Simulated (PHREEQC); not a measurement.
Solution (75 °C): 96 mmol/kgw HF, 0.16 mmol/kgw NH4F and 84 mmol/kgw H3PO4. Closed to the air; pH follows from the charge balance.

All values are PHREEQC results (ion-association model, phreeqc.dat), not measurements.

```yaml
pH: 1.76
ionic_strength: 0.0201 mol/kgw
specific_conductance: 16200 µS/cm
total_alkalinity: -180 meq/kg
```

```
species  molality  activity   log γ
-------  --------  --------  ------
HF         0.0933    0.0938   0.002
H3PO4      0.0661    0.0664   0.002
H+         0.0199    0.0175  -0.056
H2PO4-     0.0179    0.0155  -0.064
F-        0.00157   0.00134  -0.069
HF2-     0.000635  0.000545  -0.067
NH4+     0.000160  0.000136  -0.071
```

This is a speciation only: nothing precipitates in the calculation. Constants without temperature data keep their 25 °C values here.
